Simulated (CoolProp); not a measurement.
Saturation properties of benzene.

Computed with CoolProp (reference Helmholtz-energy equation of state, Thol 2012).

| T (K) | p (bar) | vapour density (kg/m³) | vapour viscosity (µPa s) |
|---|---|---|---|
| 437.9 | 7.779 | 19.44 | 10.8 |
| 443.2 | 8.588 | 21.46 | 11.0 |
| 448.5 | 9.457 | 23.65 | 11.1 |
| 453.8 | 10.39 | 26.02 | 11.2 |
| 459.1 | 11.39 | 28.58 | 11.4 |
| 464.5 | 12.48 | 31.43 | 11.5 |
| 469.8 | 13.62 | 34.45 | 11.7 |
| 475.1 | 14.83 | 37.74 | 11.8 |
| 480.4 | 16.13 | 41.31 | 11.9 |
| 485.7 | 17.50 | 45.20 | 12.1 |
| 491 | 18.97 | 49.45 | 12.3 |
| 496.3 | 20.51 | 54.10 | 12.4 |
| 501.7 | 22.19 | 59.30 | 12.6 |
| 507 | 23.93 | 64.93 | 12.9 |
| 512.3 | 25.77 | 71.18 | 13.1 |

It boils at 353.2 K under 1 atm.

Viscosity comes from a separate model (Avgeri 2014).
